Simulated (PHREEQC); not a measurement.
Make-up at 25 °C: 20 mmol/kgw HF, 0.32 mmol/kgw KF and 0.21 mmol/kgw H4SiO4. Closed to the air; pH follows from the charge balance.

Model: ion-association model, phreeqc.dat, run in PHREEQC.

- pH = 2.47
- ionic strength = 0.00411 mol/kgw
- total alkalinity = -20.0 meq/kg

| species | molality | activity | log γ |
|---|---|---|---|
| HF | 0.0154 | 0.0154 | 0.000 |
| H+ | 0.00358 | 0.00336 | -0.027 |
| F- | 0.00328 | 0.00306 | -0.030 |
| K+ | 0.000320 | 0.000298 | -0.030 |
| SiF6-2 | 0.000210 | 0.000160 | -0.118 |
| HF2- | 0.000194 | 0.000181 | -0.030 |
| H4SiO4 | 1.01e-9 | 1.01e-9 | 0.000 |

Precipitation was switched off in this run. SiF6-2 is the database's only silicon fluoride.
